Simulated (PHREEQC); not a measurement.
Make-up at 80 °C: 10 mmol/kgw H2SO4 and 4.4 mmol/kgw MnSO4. Closed to the air; pH follows from the charge balance.

Equilibrium calculation in PHREEQC: ion-association model, wateq4f.dat.

Each row changes one thing in this solution. Precipitation was switched off in this run.

```tsv
case	pH	ionic strength (mol/kgw)	HSO4- (mol/kgw)	SO4-2 (mol/kgw)	Mn+2 (mol/kgw)	MnSO4 (mol/kgw)
as made	2.02	0.0238	0.00910	0.00389	0.00299	0.00141
0.017 mol/kgw KCl added	2.02	0.0415	0.00866	0.00411	0.00314	0.00116
temperature from 80 to 5 °C	1.87	0.0343	0.00469	0.00873	0.00342	0.000982
H2SO4 from 0.01 to 0.1 mol/kgw	1.08	___	0.0964	0.00692	0.00336	0.00104
H2SO4 from 0.01 to 0.002 mol/kgw	2.70	0.0143	0.00174	0.00321	0.00295	0.00145
temperature from 80 to 30 °C	1.91	0.0307	0.00594	0.00722	0.00315	0.00125
0.0012 mol/kgw HBr added	1.99	0.0247	0.00934	0.00371	0.00305	___
MnSO4 from 0.0044 to 0.022 mol/kgw	2.21	0.0549	0.0126	0.00993	0.0125	0.00946
```

Problem. Some entries are withheld; supply them.

Solution. 
- H2SO4 from 0.01 to 0.1 mol/kgw, ionic strength (mol/kgw): 0.120
- 0.0012 mol/kgw HBr added, MnSO4 (mol/kgw): 0.00135

Away from 25 °C the constants follow the database's enthalpies or fits; those with neither stay at their 25 °C values.
